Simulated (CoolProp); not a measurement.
Tetrahydrofuran at several states: Z from the reference equation and from simpler models built on Tc = 540.2 K, pc = 5.304 MPa, ω = 0.234; each cubic takes its own stable root.

Values from CoolProp's reference Helmholtz-energy equation of state, Fiedler 2023.

```
T (K)  p (MPa)   phase  reference
-----  -------  ------  ---------
316       2.98  liquid    0.09455
436.9     3.93  liquid     0.1088
346.5   0.0803     gas     0.9792
336.7    0.484  liquid    0.01486
531.6     3.09     gas     0.7374
367.7     1.43  liquid    0.04198
```

Problem. How far does each simpler model (van der Waals, Soave-Redlich-Kwong, Peng-Robinson) lie from the reference over these 6 states: mean and median of the absolute difference, and the worst?

Solution. 
- van der Waals: mean 1037.7 %, median 60.8 %, worst +6035.9 % at 336.7 K and 0.484 MPa
- Soave-Redlich-Kwong: mean 5.6 %, median 7.4 %, worst +9.7 % at 436.9 K and 3.93 MPa
- Peng-Robinson: mean 3.2 %, median 3.9 %, worst -4.9 % at 336.7 K and 0.484 MPa

At some of these states van der Waals gives the other phase, because its saturation line lies elsewhere.
